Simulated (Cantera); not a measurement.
A perfectly stirred reactor is fed with CH₄ : H₂ : H = 0.026 : 1 : 0.15 (molar parts), at 0.0133 bar; it is held at 2625 K, and followed from long to short residence time.

Computed with Cantera and GRI-Mech 3.0 (53 species, 325 reactions). GRI-Mech 3.0 stops at C3 and has no aromatics, soot or wall deposition, so with more carbon than oxygen in the feed, carbon stays in small species such as C2H2 where larger ones or solid carbon would form. Radical loss at walls, strong at low pressure, is not modelled.

**Question.** What does this change do: H 0.15 to 0.12 parts?

**Answer.** 
```csv
quantity,before,after
x(CH₄) at τ = 0.400 s,7.33e-6,8.24e-6
x(H₂) at τ = 0.400 s,0.763,0.771
x(H) at τ = 0.400 s,0.227,0.219
x(C₂H₆) at τ = 0.400 s,2.23e-12,2.75e-12
x(C₂H₄) at τ = 0.400 s,9.04e-8,9.97e-8
x(CH₄) at τ = 19.0 ms,0.000234,0.000334
x(H₂) at τ = 19.0 ms,0.876,0.891
x(H) at τ = 19.0 ms,0.113,0.0969
x(C₂H₆) at τ = 19.0 ms,1.40e-9,2.58e-9
x(C₂H₄) at τ = 19.0 ms,1.18e-6,1.69e-6
```

**Question.** What does this change do: 0.056 parts H2O added?

**Answer.** 
```csv
quantity,before,after
x(CH₄) at τ = 0.400 s,7.33e-6,1.20e-6
x(H₂) at τ = 0.400 s,0.763,0.763
x(H) at τ = 0.400 s,0.227,0.196
x(C₂H₆) at τ = 0.400 s,2.23e-12,<1e-12
x(C₂H₄) at τ = 0.400 s,9.04e-8,5.68e-11
x(CH₄) at τ = 19.0 ms,0.000234,0.000301
x(H₂) at τ = 19.0 ms,0.876,0.866
x(H) at τ = 19.0 ms,0.113,0.0882
x(C₂H₆) at τ = 19.0 ms,1.40e-9,2.00e-9
x(C₂H₄) at τ = 19.0 ms,1.18e-6,9.13e-7
```

**Question.** What does this change do: temperature 2625 to 2198 K?

**Answer.** 
```csv
quantity,before,after
x(CH₄) at τ = 0.400 s,7.33e-6,0.000124
x(H₂) at τ = 0.400 s,0.763,0.922
x(H) at τ = 0.400 s,0.227,0.0667
x(C₂H₆) at τ = 0.400 s,2.23e-12,3.99e-10
x(C₂H₄) at τ = 0.400 s,9.04e-8,4.06e-7
x(CH₄) at τ = 19.0 ms,0.000234,0.000373
x(H₂) at τ = 19.0 ms,0.876,0.905
x(H) at τ = 19.0 ms,0.113,0.0837
x(C₂H₆) at τ = 19.0 ms,1.40e-9,4.01e-9
x(C₂H₄) at τ = 19.0 ms,1.18e-6,2.17e-6
```
